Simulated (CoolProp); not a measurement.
Aqueous potassium carbonate as a coolant, 10 % by mass, freezing at -3.6 °C, 1 atm.

Model: Melinder's fits for secondary coolants, in CoolProp.

```json
[
 {"T (°C)": "0", "density (kg/m³)": "1097", "cp (kJ/(kg K))": "3.660", "conductivity (W/(m K))": "[?]", "viscosity (mPa s)": "2.14"},
 {"T (°C)": "6.2", "density (kg/m³)": "[?]", "cp (kJ/(kg K))": "3.670", "conductivity (W/(m K))": "0.566", "viscosity (mPa s)": "1.79"},
 {"T (°C)": "12.4", "density (kg/m³)": "1093", "cp (kJ/(kg K))": "[?]", "conductivity (W/(m K))": "0.576", "viscosity (mPa s)": "1.52"},
 {"T (°C)": "18.7", "density (kg/m³)": "[?]", "cp (kJ/(kg K))": "3.692", "conductivity (W/(m K))": "[?]", "viscosity (mPa s)": "1.31"},
 {"T (°C)": "24.9", "density (kg/m³)": "[?]", "cp (kJ/(kg K))": "3.704", "conductivity (W/(m K))": "0.597", "viscosity (mPa s)": "1.14"},
 {"T (°C)": "31.1", "density (kg/m³)": "[?]", "cp (kJ/(kg K))": "3.714", "conductivity (W/(m K))": "0.607", "viscosity (mPa s)": "1.00"}
]
```

**Question.** What belongs in the gaps?

**Answer.** 
- 0, conductivity (W/(m K)): 0.556
- 6.2, density (kg/m³): 1095
- 12.4, cp (kJ/(kg K)): 3.681
- 18.7, density (kg/m³): 1091
- 18.7, conductivity (W/(m K)): 0.586
- 24.9, density (kg/m³): 1089
- 31.1, density (kg/m³): 1086
